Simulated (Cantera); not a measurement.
Input (Python, Cantera) and output of one run.

```python
import numpy as np
import cantera as ct

gas_names = """
    H H2 N NH NH2 NH3 N2 N2H2 N2H4 Si SiH SiH2 SiH3 SiH4 SiN Si2 Si2N Si3
""".split()
cond_names = """
    Si(cr) Si(L) Si3N4(a)
""".split()


# ... load() reads the species with a 1 bar reference pressure and builds the phases ...
atoms = {
    'trisilylamine': {'Si': 3, 'N': 1, 'H': 9},
    'N2': {'N': 2},
}
top_T = {'Si3N4(a)': 2400}  # K; cautious upper limits of use, not melting points


# ... equilibrate(T, P, feed) seeds the gas with the atoms and calls Mixture.equilibrate('TP', solver="vcs", rtol=1e-11, max_steps=5000) ...
results = []
P = 1333.22  # Pa
for T in [1673, 1723, 1773, 1823, 1873, 1923, 1973, 2023, 2073, 2123]:
    for m in [1.5, 2.4, 3.3, 4.1, 5, 5.9, 6.8]:
        feed = {'trisilylamine': 1, 'N2': m}  # mol
        mix = equilibrate(T, P, feed)
        results.append((T, P, feed, dict(zip(mix.species_names, mix.species_moles))))

for T, P, feed, n in results:
    print(f"{T:7g} {feed['N2']:10.4g}  " + (" + ".join(c for c in cond_names if n.get(c, 0) > 1e-12) or "gas only"))
```

It prints:

```
   1673        1.5  Si(cr) + Si3N4(a)
   1673        2.4  Si3N4(a)
   1673        3.3  Si3N4(a)
   1673        4.1  Si3N4(a)
   1673          5  Si3N4(a)
   1673        5.9  Si3N4(a)
   1673        6.8  Si3N4(a)
   1723        1.5  Si(L) + Si3N4(a)
   1723        2.4  Si(L) + Si3N4(a)
   1723        3.3  Si3N4(a)
   1723        4.1  Si3N4(a)
   1723          5  Si3N4(a)
   1723        5.9  Si3N4(a)
   1723        6.8  Si3N4(a)
   1773        1.5  Si(L)
   1773        2.4  Si(L)
   1773        3.3  Si(L) + Si3N4(a)
   1773        4.1  Si(L) + Si3N4(a)
   1773          5  Si3N4(a)
   1773        5.9  Si3N4(a)
   1773        6.8  Si3N4(a)
   1823        1.5  Si(L)
   1823        2.4  Si(L)
   1823        3.3  Si(L)
   1823        4.1  Si(L)
   1823          5  Si(L)
   1823        5.9  Si(L)
   1823        6.8  Si(L)
   1873        1.5  Si(L)
   1873        2.4  Si(L)
   1873        3.3  Si(L)
   1873        4.1  Si(L)
   1873          5  Si(L)
   1873        5.9  Si(L)
   1873        6.8  Si(L)
   1923        1.5  Si(L)
   1923        2.4  Si(L)
   1923        3.3  Si(L)
   1923        4.1  Si(L)
   1923          5  Si(L)
   1923        5.9  Si(L)
   1923        6.8  Si(L)
   1973        1.5  Si(L)
   1973        2.4  Si(L)
   1973        3.3  Si(L)
   1973        4.1  Si(L)
   1973          5  Si(L)
   1973        5.9  Si(L)
   1973        6.8  Si(L)
   2023        1.5  Si(L)
   2023        2.4  Si(L)
   2023        3.3  Si(L)
   2023        4.1  Si(L)
   2023          5  Si(L)
   2023        5.9  Si(L)
   2023        6.8  Si(L)
   2073        1.5  Si(L)
   2073        2.4  Si(L)
   2073        3.3  Si(L)
   2073        4.1  Si(L)
   2073          5  Si(L)
   2073        5.9  Si(L)
   2073        6.8  Si(L)
   2123        1.5  Si(L)
   2123        2.4  Si(L)
   2123        3.3  Si(L)
   2123        4.1  Si(L)
   2123          5  Si(L)
   2123        5.9  Si(L)
   2123        6.8  Si(L)
```

Equilibrium computed with Cantera from the NASA thermochemical tables; the gas is ideal and each condensed phase is pure. The feed counts by its element totals alone. Mutual solubility and eutectic melting of coexisting phases are not modelled.
